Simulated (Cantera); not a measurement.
An isothermal, constant-pressure homogeneous reactor starts with C2H6 : N2 = 1 : 0.3 (molar parts), at 1348 K and 0.210 Torr.

Detailed kinetics in Cantera: GRI-Mech 3.0 (53 species, 325 reactions). GRI-Mech 3.0 stops at C3 and has no aromatics, soot or wall deposition, so with more carbon than oxygen in the feed, carbon stays in small species such as C2H2 where larger ones or solid carbon would form. Radical loss at walls, strong at low pressure, is not modelled.

x: mole fraction; the columns are a selection and need not sum to one.

```csv
t (s),x C2H6,x HCN,x C2H2,x C2H4,x CH4,x H2
0.000300,0.769,<1e-12,<1e-12,6.23e-8,1.80e-6,4.63e-8
0.00111,0.769,<1e-12,5.78e-12,3.07e-6,2.43e-5,2.62e-6
0.00413,0.766,<1e-12,3.27e-9,0.000149,0.000312,0.000144
0.0153,0.748,1.15e-10,(withheld),(withheld),(withheld),(withheld)
0.0569,0.593,1.26e-9,0.00110,0.0727,0.0368,0.0602
0.211,(withheld),(withheld),(withheld),(withheld),(withheld),(withheld)
0.783,0.00595,4.89e-9,0.103,0.206,0.267,0.279
2.91,0.000250,4.81e-9,0.150,0.148,0.252,0.322
10.8,1.59e-5,4.64e-9,0.183,0.104,0.241,0.349
40.0,3.47e-6,4.45e-9,0.216,0.0596,0.231,0.376
```

What belongs in the gaps?


- 0.0153, x C2H2: 4.12e-6
- 0.0153, x C2H4: 0.00567
- 0.0153, x CH4: 0.00347
- 0.0153, x H2: 0.00527
- 0.211, x C2H6: 0.164
- 0.211, x HCN: 3.46e-9
- 0.211, x C2H2: 0.0276
- 0.211, x C2H4: 0.232
- 0.211, x CH4: 0.195
- 0.211, x H2: 0.193
